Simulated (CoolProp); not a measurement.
The fluid at 573.36 K and 0.367 MPa (gas) is heated at constant pressure to 617.6 K. The same conditions are run with several fluids, on thermodynamics alone (safety and materials aside).

The numbers come from the reference Helmholtz-energy equation of state of each fluid (n-pentane: Thol 2019; carbonyl sulfide: Lemmon 2006; ethanol: Schroeder 2014; benzene: Thol 2012; p-xylene: Zhou 2012) in CoolProp.

**Question.** Rank n-pentane, carbonyl sulfide, ethanol, benzene, p-xylene by heat (kJ/kg), highest first.

**Answer.** n-pentane (128), ethanol (105), p-xylene (98.0), benzene (90.9), carbonyl sulfide (37.8)

| fluid | final density (kg/m³) |
|---|---|
| n-pentane | 5.23 |
| carbonyl sulfide | 4.31 |
| ethanol | 3.32 |
| benzene | 5.69 |
| p-xylene | 7.90 |
